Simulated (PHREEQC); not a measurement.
Make-up at 25 °C: 0.11 mol NaOH per kg of water. Closed to the air; pH follows from the charge balance.

All values are PHREEQC results (Pitzer model, pitzer.dat), not measurements.

Each row changes one thing in this solution. No solid was allowed to form.

```json
[
 {"case": "as made", "pH": "12.92", "ionic strength (mol/kgw)": "0.110"},
 {"case": "diluted 10-fold with water", "pH": "11.99", "ionic strength (mol/kgw)": "?"},
 {"case": "0.0054 mol/kgw Ca(OH)2 added", "pH": "?", "ionic strength (mol/kgw)": "0.126"},
 {"case": "NaOH from 0.11 to 0.165 mol/kgw", "pH": "13.09", "ionic strength (mol/kgw)": "0.165"},
 {"case": "NaOH from 0.11 to 0.22 mol/kgw", "pH": "13.20", "ionic strength (mol/kgw)": "0.220"},
 {"case": "NaOH from 0.11 to 0.55 mol/kgw", "pH": "13.58", "ionic strength (mol/kgw)": "0.550"},
 {"case": "NaOH replaced by NaHCO3 at the same molality", "pH": "8.04", "ionic strength (mol/kgw)": "0.112"},
 {"case": "temperature from 25 to 10 °C", "pH": "13.46", "ionic strength (mol/kgw)": "0.110"},
 {"case": "NaOH from 0.11 to 0.055 mol/kgw", "pH": "12.65", "ionic strength (mol/kgw)": "0.0550"}
]
```

Q: Complete the blanks.

A: 
- diluted 10-fold with water, ionic strength (mol/kgw): 0.0110
- 0.0054 mol/kgw Ca(OH)2 added, pH: 12.95

Species that the database lacks are ignored. Some of these states are supersaturated (in Portlandite, for instance). At this temperature some constants are extrapolated from 25 °C, and those without enthalpy data are left unchanged.
